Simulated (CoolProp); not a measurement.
Vapour pressure (MPa) of R142b: the reference equation beside estimates from Tc = 137.1 °C, pc = 4.055 MPa, ω = 0.232. Clausius-Clapeyron is anchored at -57.75 °C with a constant enthalpy of vaporisation of 25.02 kJ/mol.

Computed with CoolProp (reference Helmholtz-energy equation of state, Lemmon 2006). It is a short technical equation, of lower accuracy than the large ones.

```
T (°C)  reference  Clausius-Clapeyron  van der Waals  Redlich-Kwong  Soave-Redlich-Kwong  Peng-Robinson
------  ---------  ------------------  -------------  -------------  -------------------  -------------
-65.55        [?]            0.004898         0.1221            [?]             0.004794       0.005140
-61.65   0.006381            0.006399         0.1382        0.01385                  [?]       0.006701
-57.75   0.008280            0.008280         0.1557        0.01758             0.008160       0.008641
-53.85    0.01063             0.01061            [?]        0.02207              0.01047        0.01103
-49.95    0.01350             0.01349         0.1954        0.02744                  [?]        0.01394
-46.05    0.01698             0.01701         0.2177        0.03378              0.01675        0.01745
-42.15    0.02117             0.02127         0.2416        0.04123                  [?]            [?]
-38.25    0.02617             0.02640         0.2674            [?]              0.02583        0.02668
```

Complete the blanks.


- -65.55, reference: 0.004862
- -65.55, Redlich-Kwong: 0.01079
- -61.65, Soave-Redlich-Kwong: 0.006290
- -53.85, van der Waals: 0.1748
- -49.95, Soave-Redlich-Kwong: 0.01331
- -42.15, Soave-Redlich-Kwong: 0.02089
- -42.15, Peng-Robinson: 0.02167
- -38.25, Redlich-Kwong: 0.04990

Absolute difference from the reference over all 8 rows, mean and median: Clausius-Clapeyron 0.4 and 0.2 %, van der Waals 1536.8 and 1445.9 %, Redlich-Kwong 105.8 and 105.4 %, Soave-Redlich-Kwong 1.4 and 1.4 %, Peng-Robinson 3.6 and 3.5 %.
